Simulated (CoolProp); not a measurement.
A simple Rankine cycle with R123: condensing at 325.15 K, boiler at 0.679 MPa, turbine inlet 371.7 K, turbine efficiency 0.85, pump efficiency 0.6, no recuperator. Each further row changes one setting.

Computed with CoolProp (reference Helmholtz-energy equation of state, Younglove 1994). It is a modified Benedict-Webb-Rubin equation, recast in Helmholtz form.

```csv
case,thermal efficiency (%),net work (kJ/kg),heat in (kJ/kg),turbine exit temperature (K),volume ratio over the turbine
as stated,8.4,15.6,187,340.8,3.04
turbine inlet 391.7 K,8.3,16.9,204,361.3,3.00
condensing temperature 317.15 K,9.8,19.2,195,334.6,3.88
boiler pressure 0.475 MPa,5.8,11.1,191,351.8,2.09
turbine efficiency 0.75,7.3,13.7,187,343.3,3.07
```
